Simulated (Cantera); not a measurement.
Feed: 1 mol FeS₂, 0.2 mol O₂, 50 mol N₂, held at 1425 K and 41.0 mbar.

Equilibrium computed with Cantera from the NASA thermochemical tables; the gas is ideal and each condensed phase is pure. Candidate condensed phases: Fe, FeO, FeS, FeSO₄, FeS₂, Fe₂O₃, Fe₂(SO₄)₃, Fe₃O₄, S; 19 gas species. FeS: taken at fixed stoichiometry. Rates play no part.

### Question
What is the equilibrium state?

### Answer
| Quantity | Value |
|---|---|
| x(N₂) | 0.988 |
| x(S₂) | 0.00782 |
| x(SO₂) | 0.00383 |
| x(SO) | 0.000211 |
| x(S₂O) | 3.72e-5 |
| x(S) | 7.11e-6 |
| n(FeS(s)) | 1.000 mol |
| gas amount | 50.60 mol |
| log10 activity of Fe(γ) (absent) | -0.90 |
| log10 activity of S(l) (absent) | -2.87 |
